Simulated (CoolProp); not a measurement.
Vapour pressure (kPa) of CF4 (R14): the reference equation beside estimates from Tc = 227.4 K, pc = 3762 kPa, ω = 0.178. Clausius-Clapeyron is anchored at 176.1 K with a constant enthalpy of vaporisation of 10.04 kJ/mol.

Computed with CoolProp (reference Helmholtz-energy equation of state, Platzer 1990). This equation is an older, rougher fit; its heat capacities, sound speeds and derivatives of the liquid may be far off and weren't checked against measurements.

```json
[
 {"T (K)": "169.8", "reference": "436.2", "Lee-Kesler": "441.2", "Clausius-Clapeyron": "457.3", "van der Waals": "1040", "Soave-Redlich-Kwong": "441.8"},
 {"T (K)": "171.9", "reference": "483.6", "Lee-Kesler": "489.3", "Clausius-Clapeyron": "498.8", "van der Waals": "1104", "Soave-Redlich-Kwong": "490.2"},
 {"T (K)": "174", "reference": "534.7", "Lee-Kesler": "541.1", "Clausius-Clapeyron": "542.9", "van der Waals": "1170", "Soave-Redlich-Kwong": "542.5"},
 {"T (K)": "176.1", "reference": "589.7", "Lee-Kesler": "596.9", "Clausius-Clapeyron": "589.7", "van der Waals": "1239", "Soave-Redlich-Kwong": "598.8"},
 {"T (K)": "178.2", "reference": "648.9", "Lee-Kesler": "656.7", "Clausius-Clapeyron": "639.4", "van der Waals": "1310", "Soave-Redlich-Kwong": "659.4"},
 {"T (K)": "180.3", "reference": "712.3", "Lee-Kesler": "720.8", "Clausius-Clapeyron": "691.9", "van der Waals": "1384", "Soave-Redlich-Kwong": "724.4"},
 {"T (K)": "182.4", "reference": "780.2", "Lee-Kesler": "789.3", "Clausius-Clapeyron": "747.3", "van der Waals": "1460", "Soave-Redlich-Kwong": "793.9"},
 {"T (K)": "184.5", "reference": "852.7", "Lee-Kesler": "862.5", "Clausius-Clapeyron": "805.8", "van der Waals": "1539", "Soave-Redlich-Kwong": "868.3"},
 {"T (K)": "186.6", "reference": "930.1", "Lee-Kesler": "940.5", "Clausius-Clapeyron": "867.4", "van der Waals": "1621", "Soave-Redlich-Kwong": "947.6"},
 {"T (K)": "188.7", "reference": "1013", "Lee-Kesler": "1023", "Clausius-Clapeyron": "932.1", "van der Waals": "1705", "Soave-Redlich-Kwong": "1032"},
 {"T (K)": "190.8", "reference": "1100", "Lee-Kesler": "1112", "Clausius-Clapeyron": "1000", "van der Waals": "1792", "Soave-Redlich-Kwong": "1122"},
 {"T (K)": "192.9", "reference": "1194", "Lee-Kesler": "1205", "Clausius-Clapeyron": "1071", "van der Waals": "1881", "Soave-Redlich-Kwong": "1218"},
 {"T (K)": "195", "reference": "1293", "Lee-Kesler": "1305", "Clausius-Clapeyron": "1146", "van der Waals": "1974", "Soave-Redlich-Kwong": "1319"},
 {"T (K)": "197.1", "reference": "1397", "Lee-Kesler": "1410", "Clausius-Clapeyron": "1224", "van der Waals": "2069", "Soave-Redlich-Kwong": "1426"},
 {"T (K)": "199.2", "reference": "1508", "Lee-Kesler": "1521", "Clausius-Clapeyron": "1306", "van der Waals": "2167", "Soave-Redlich-Kwong": "1539"}
]
```

Absolute difference from the reference over all 15 rows, mean and median: Lee-Kesler 1.1 and 1.1 %, Clausius-Clapeyron 6.3 and 5.5 %, van der Waals 84.5 and 80.5 %, Soave-Redlich-Kwong 1.8 and 1.8 %.
